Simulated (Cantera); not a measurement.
A closed system holds: 1 mol Si₃N₄, 0.0054 mol O₂, 580 mol H₂.

Cantera equilibrium calculation (NASA polynomials, part measured and part estimated; ideal gas, pure solids and liquids). Candidate condensed phases: H₂O, Si, SiO₂, Si₂N₂O, Si₃N₄; 35 gas species. Mutual solubility and eutectic melting of coexisting phases are not modelled. Equilibrium is a limit: real reactors are often held back by kinetics, nucleation or transport.

Stable condensed phases, one row left out:

```
T in K \ P in Pa
            0.10     1.5      22     320    4600   68000 1000000
   1975        A       A       A       A       B       B       B
   1875        A       A       A       B       B       B       C
   1775        A       A       A       B       B       B       C
   1675        A       A       B       B       B       C       D
   1475        A       B       B       B       D       D       E
   1375        B       B       B       D       D       E       E
   1275        B       B       D       D       E       E       E
   1175        B       D       D       E       E       E       E
   1075        D       D       E       E       E       E       E
    975        E       E       E       E       E       E       E
```

A: gas only; B: Si; C: Si + Si₃N₄; D: Si + Si₂N₂O + Si₃N₄; E: Si₂N₂O + Si₃N₄.

Q: Give the row for 1575 K.

A: 0.10: gas only; 1.5: Si; 22: Si; 320: Si; 4600: Si; 68000: Si + Si₂N₂O + Si₃N₄; 1000000: Si + Si₂N₂O + Si₃N₄.
